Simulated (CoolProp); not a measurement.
CH3F (R41) along the isobar 18 MPa: fugacity coefficient from the reference equation and from simpler models built on Tc = 317.3 K, pc = 5.906 MPa, ω = 0.200; each cubic takes its own stable root.

Values from CoolProp's reference Helmholtz-energy equation of state, Lemmon 2006. It is a short technical equation, of lower accuracy than the large ones.

| T (K) | phase | reference | van der Waals | Redlich-Kwong | Soave-Redlich-Kwong | Peng-Robinson |
|---|---|---|---|---|---|---|
| 191.3 | liquid | 0.006826 | 0.05814 | 0.01184 | 0.007420 | 0.007119 |
| 199.1 | liquid | 0.01025 | 0.07005 | 0.01731 | 0.01129 | 0.01076 |
| 206.8 | liquid | 0.01477 | 0.08299 | 0.02428 | 0.01645 | 0.01559 |
| 214.5 | liquid | 0.02061 | 0.09706 | 0.03296 | 0.02318 | 0.02188 |
| 222.2 | liquid | 0.02796 | 0.1122 | 0.04350 | 0.03172 | 0.02983 |
| 230 | liquid | 0.03712 | 0.1286 | 0.05615 | 0.04242 | 0.03977 |
| 237.7 | liquid | 0.04799 | 0.1457 | 0.07063 | 0.05518 | 0.05160 |
| 245.4 | liquid | 0.06079 | 0.1637 | 0.08710 | 0.07025 | 0.06557 |
| 253.1 | liquid | 0.07559 | 0.1826 | 0.1055 | 0.08771 | 0.08175 |
| 260.9 | liquid | 0.09266 | 0.2023 | 0.1261 | 0.1079 | 0.1004 |
